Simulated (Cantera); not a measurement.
A Cantera script and its output.

```python
import numpy as np
import cantera as ct

gas = ct.Solution("gri30.yaml")


def delay(T, t_max=10):
    gas.TPX = T, 31000, {'CH4': 1, 'O2': 3.85, 'N2': 15.8}
    reactor = ct.IdealGasConstPressureReactor(gas, clone=False)
    net = ct.ReactorNet([reactor])
    net.rtol, net.atol = 1e-8, 1e-16
    while net.time < t_max:
        t_old, T_old = net.time, reactor.T
        net.step()
        if reactor.T > T + 400:  # ignition: a rise of 400 K
            return t_old + (T + 400 - T_old) / (reactor.T - T_old) * (net.time - t_old)
    return np.nan


taus = []
for T in [1025, 1125, 1225, 1325, 1425, 1525, 1625]:
    taus.append(delay(T))
    print(f"T0 = {T:6g} K   tau = {taus[-1]:.4e} s")
```

Output:

```
T0 =   1025 K   tau = 1.6732e+00 s
T0 =   1125 K   tau = 2.8903e-01 s
T0 =   1225 K   tau = 6.1099e-02 s
T0 =   1325 K   tau = 1.5948e-02 s
T0 =   1425 K   tau = 5.2414e-03 s
T0 =   1525 K   tau = 2.1327e-03 s
T0 =   1625 K   tau = 1.0114e-03 s
```

Computed with Cantera and GRI-Mech 3.0 (53 species, 325 reactions).
